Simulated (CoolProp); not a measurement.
Vapour-liquid equilibrium of propylene (1) + R142b (2) at 1290 kPa; x and y are mole fractions of (1).

Values from CoolProp's multi-fluid Helmholtz-energy mixture model, Lemmon 2013 and Lemmon 2006; pair parameters Bell 2016.

| x | bubble temperature (K) | y at the bubble point | dew temperature at overall composition x (K) | liquid density (mol/L) |
|---|---|---|---|---|
| 0.05 | 346.3 | 0.105 | 348.3 | 9.700 |
| 0.2 | 335.9 | 0.370 | 342.8 | 10.10 |
| 0.35 | 327.0 | 0.565 | 336.8 | 10.47 |
| 0.5 | 319.7 | 0.706 | 330.1 | 10.80 |
| 0.65 | 313.6 | 0.812 | 322.7 | 11.11 |
| 0.8 | 308.5 | 0.898 | 314.3 | 11.41 |
| 0.95 | 304.1 | 0.975 | 305.5 | 11.73 |

No azeotrope shows between x = 0.05 and 0.95.

Pair parameters are fitted to limited data, so mixtures are less certain than the pure fluids.
